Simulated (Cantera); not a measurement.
Charge: 1 mol Ta, 1.8 mol H2O, at 2027 °C and 2.60 Pa.

Cantera equilibrium calculation (NASA polynomials, part measured and part estimated; ideal gas, pure solids and liquids). Candidate condensed phases: H2O, Ta, Ta2O5; 12 gas species. Equilibrium is a limit: real reactors are often held back by kinetics, nucleation or transport.

Base state: H 0.641, TaO2 0.191, H2 0.114, TaO 0.0509, O 0.00160, H2O 0.000460, OH 0.000417 (mole fractions); condensed: gas only.

Q: What changes in the equilibrium state with this change: temperature from 2027 °C to 1275 °C?

A: 
```tsv
species	before	after
H2	0.114	0.994
H	0.641	0.00603
H2O	0.000460	0.000136
TaO2	0.191	1.40e-6
TaO	0.0509	2.96e-7
O	0.00160	<1e-9
OH	0.000417	2.76e-8
Ta(s), mol	0	0.280
Ta2O5(s), mol	0	0.360
```
Mutual solubility and eutectic melting of coexisting phases are not modelled. Condensed phases not in the tables: N, O or C dissolved in the metal.

Q: What changes in the equilibrium state with this change: pressure from 2.60 Pa to 7.10 Pa?

A: 
```json
[
 {"species": "H", "before": "0.641", "after": "0.526"},
 {"species": "H2", "before": "0.114", "after": "0.210"},
 {"species": "TaO2", "before": "0.191", "after": "0.209"},
 {"species": "TaO", "before": "0.0509", "after": "0.0544"},
 {"species": "O", "before": "0.00160", "after": "0.000597"},
 {"species": "H2O", "before": "0.000460", "after": "0.000862"}
]
```
